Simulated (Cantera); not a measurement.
Input: 1 mol (CH₃)₂SiCl₂, 2.1 mol H₂, equilibrated at 47.3 Torr.

Cantera equilibrium calculation (NASA polynomials, part measured and part estimated; ideal gas, pure solids and liquids). Candidate condensed phases: C, C₆H₆, C₇H₈, C₈H₁₈, Si, SiC; 109 gas species. The feed counts by its element totals alone. The tables' values for SiCl₃ are old estimates; treat these amounts as uncertain. Equilibrium is a limit: real reactors are often held back by kinetics, nucleation or transport. All values below are at 1200 °C.

Base state: H₂ 0.679, HCl 0.316, SiCl₂ 0.00302, SiCl₃ 0.000864, SiCl₄ 0.000846, SiHCl₃ 0.000171, CH₄ 8.53e-5, H 4.15e-5 (mole fractions); condensed: C(graphite) + SiC(s).

**Question.** What changes in the equilibrium state with this change: pressure from 47.3 Torr to 578 Torr?

**Answer.** 
| species | before | after |
|---|---|---|
| H₂ | 0.679 | 0.698 |
| HCl | 0.316 | 0.288 |
| SiCl₄ | 0.000846 | 0.00677 |
| CH₄ | 8.53e-5 | 0.00110 |
| SiH₂Cl₂ | 5.41e-6 | 5.50e-5 |
| SiHCl₃ | 0.000171 | 0.00154 |
| Cl | 1.57e-5 | 4.03e-6 |
| C(graphite), mol | 1.03 | 1.07 |
| SiC(s), mol | 0.970 | 0.921 |
